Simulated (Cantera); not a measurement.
What does this Cantera script print?

```python
import numpy as np
import cantera as ct

gas = ct.Solution("gri30.yaml")
gas.TPX = 325, 120000, {'CH4': 1, 'C2H6': 1.1, 'O2': 4.5, 'N2': 16.9}
flame = ct.FreeFlame(gas, width=0.035)
flame.set_refine_criteria(ratio=3, slope=0.08, curve=0.16)
flame.transport_model = "unity-Lewis-number"
flame.solve(loglevel=0, auto=True)
z, T = flame.grid, flame.T
thick = (T[-1] - T[0]) / np.gradient(T, z).max()
show = ['CH4', 'C2H6', 'O2', 'HCN', 'NO2', 'H2O']
print(f"laminar burning velocity  {flame.velocity[0] * 100:.3f} cm/s")
print(f"burnt temperature         {T[-1]:.1f} K")
print(f"thermal thickness         {thick * 1e3:.4f} mm")
print(f"grid points               {len(z)}")
z0 = z[flame.heat_release_rate.argmax()]
print(f"{'z/mm':>9s}{'T/K':>9s}{'u/(m/s)':>9s}" + "".join(f"{s:>11s}" for s in show))
rows = []
for k in (-3, -2, -1.5, -1, -0.5, -0.25, 0, 0.25, 0.5, 1, 2, 4, 8):
    zz = z0 + k * thick
    rows.append([k * thick, np.interp(zz, z, T), np.interp(zz, z, flame.velocity),
                 *(np.interp(zz, z, flame.X[gas.species_index(s)]) for s in show)])
    print(f"{rows[-1][0] * 1e3:9.3f}{rows[-1][1]:9.1f}{rows[-1][2]:9.3f}" + "".join(f"{x:11.3e}" for x in rows[-1][3:]))
```

Output:

```
laminar burning velocity  23.807 cm/s
burnt temperature         2108.6 K
thermal thickness         0.5155 mm
grid points               154
     z/mm      T/K  u/(m/s)        CH4       C2H6         O2        HCN        NO2        H2O
   -1.547    325.7    0.239  4.254e-02  4.679e-02  1.914e-01  1.021e-08  1.712e-08  6.181e-05
   -1.031    329.8    0.242  4.245e-02  4.665e-02  1.910e-01  7.096e-08  1.185e-07  4.294e-04
   -0.773    348.4    0.256  4.202e-02  4.605e-02  1.891e-01  3.489e-07  5.742e-07  2.112e-03
   -0.516    484.1    0.357  3.889e-02  4.157e-02  1.752e-01  2.415e-06  3.569e-06  1.461e-02
   -0.258   1028.6    0.784  2.516e-02  2.206e-02  1.143e-01  1.147e-05  5.642e-06  6.927e-02
   -0.129   1455.6    1.139  1.362e-02  7.207e-03  6.436e-02  1.929e-05  8.862e-07  1.140e-01
    0.000   1839.2    1.468  2.604e-03  1.599e-04  1.974e-02  2.770e-05  9.040e-09  1.519e-01
    0.129   1969.9    1.576  9.320e-05  6.785e-08  4.187e-03  2.100e-05  2.598e-09  1.616e-01
    0.258   2000.7    1.599  2.882e-06  4.837e-11  1.700e-03  1.065e-05  2.606e-09  1.619e-01
    0.516   2031.0    1.619  1.719e-08  2.685e-15  8.784e-04  3.056e-06  2.391e-09  1.628e-01
    1.031   2060.9    1.639  3.649e-11  7.461e-19  4.218e-04  5.170e-07  2.013e-09  1.650e-01
    2.062   2084.0    1.654  2.437e-13  9.259e-22  1.594e-04  7.020e-08  1.611e-09  1.669e-01
    4.124   2098.4    1.664  2.515e-13  1.706e-24  4.957e-05  1.074e-08  1.294e-09  1.682e-01
```

Computed with Cantera and GRI-Mech 3.0 (53 species, 325 reactions). Unity Lewis numbers drop preferential diffusion, which matters most where H2 and H carry the flame. Burning velocities carry a grid error of a few per cent, more on coarse grids.
